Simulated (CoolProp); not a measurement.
A Linde-Hampson liquefier for nitrogen: isothermal reversible compression at 280 K from 1 atm to 30 MPa, throttling to 1 atm, return gas leaving the recuperator 2 K below the feed. Each further row changes one setting.

The numbers come from the reference Helmholtz-energy equation of state, Span 2000 in CoolProp.

```csv
case,liquid yield per pass,compression work (kJ/kg of gas)
as stated,?,474
high pressure 60 MPa,?,?
warm-end temperature 310 K,0.075,529
warm-end gap 7 K,0.093,474
```

Question: What belongs in the gaps?

Answer: 
- as stated, liquid yield per pass: 0.105
- high pressure 60 MPa, liquid yield per pass: 0.096
- high pressure 60 MPa, compression work (kJ/kg of gas): 549
